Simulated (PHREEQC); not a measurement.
A solution holds 0.0044 mol/kgw NaCl and 0.041 mol/kgw BaCl2, at 25 °C. It is in equilibrium with CO2 at log p = -3.5 (atm). Otherwise closed; pH follows from the charge balance.

All values are PHREEQC results (ion-association model, wateq4f.dat), not measurements.

Precipitation was switched off in this run.

Predict the pH.

pH 5.62.

In which forms is C present?

CO2 78 %, HCO3- 19 %, BaHCO3+ 2.6 % of the C.

Species that the database lacks are ignored.
